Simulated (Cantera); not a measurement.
Cantera run, input and output.

```python
import numpy as np
import cantera as ct

gas = ct.Solution("gri30.yaml")
gas.TPX = 1075, 320, {'H2': 0.075, 'O2': 1}
inlet = ct.Reservoir(gas, clone=True)

reactor = ct.IdealGasConstPressureReactor(gas, energy="off", clone=False)
exhaust = ct.Reservoir(gas, clone=True)
tau = [0.5, 0.27, 0.15, 0.082, 0.045, 0.025, 0.013, 0.0074, 0.0041, 0.0022, 0.0012][0]
for a, b in ((inlet, reactor), (reactor, exhaust)):
    ct.MassFlowController(a, b, mdot=lambda t: reactor.mass / tau)
net = ct.ReactorNet([reactor])
show = ['H2', 'O2', 'H2O', 'H', 'HO2', 'H2O2', 'OH']

rows = []
print(f"{'tau/s':>10s}{'T/K':>9s}" + "".join(f"{s:>11s}" for s in show))
for tau in [0.5, 0.27, 0.15, 0.082, 0.045, 0.025, 0.013, 0.0074, 0.0041, 0.0022, 0.0012]:
    net.initial_time = 0.0
    net.advance(30 * tau)
    before = gas.X
    net.advance(40 * tau)
    drift = np.max(np.abs(gas.X - before) / (gas.X + 1e-9))
    rows.append([gas.T, *gas[show].X, drift])
    print(f"{tau:10.3e}{gas.T:9.1f}" + "".join(f"{x:11.3e}" for x in gas[show].X))
```

Output:

```
     tau/s      T/K         H2         O2        H2O          H        HO2       H2O2         OH
 5.000e-01   1075.0  1.207e-03  9.089e-01  6.641e-02  5.313e-03  1.453e-06  3.460e-08  2.119e-03
 2.700e-01   1075.0  1.674e-03  9.033e-01  6.414e-02  7.931e-03  1.525e-06  3.478e-08  2.459e-03
 1.500e-01   1075.0  2.284e-03  8.981e-01  6.162e-02  1.079e-02  1.573e-06  3.577e-08  2.794e-03
 8.200e-02   1075.0  3.191e-03  8.941e-01  5.878e-02  1.368e-02  1.606e-06  3.837e-08  3.156e-03
 4.500e-02   1075.0  4.582e-03  8.918e-01  5.573e-02  1.616e-02  1.628e-06  4.330e-08  3.553e-03
 2.500e-02   1075.0  6.749e-03  8.915e-01  5.230e-02  1.793e-02  1.639e-06  5.091e-08  3.983e-03
 1.300e-02   1075.0  1.071e-02  8.934e-01  4.755e-02  1.881e-02  1.628e-06  6.251e-08  4.473e-03
 7.400e-03   1075.0  1.617e-02  8.967e-01  4.213e-02  1.827e-02  1.590e-06  7.363e-08  4.807e-03
 4.100e-03   1075.0  2.490e-02  9.021e-01  3.448e-02  1.597e-02  1.507e-06  8.191e-08  4.872e-03
 2.200e-03   1075.0  3.857e-02  9.105e-01  2.349e-02  1.118e-02  1.350e-06  7.536e-08  4.251e-03
 1.200e-03   1075.0  5.650e-02  9.215e-01  9.826e-03  4.514e-03  1.098e-06  3.401e-08  2.366e-03
```

Computed with Cantera and GRI-Mech 3.0 (53 species, 325 reactions). Radical loss at walls, strong at low pressure, is not modelled. The temperature is held fixed by assumption; the heat of reaction is taken as removed at once.
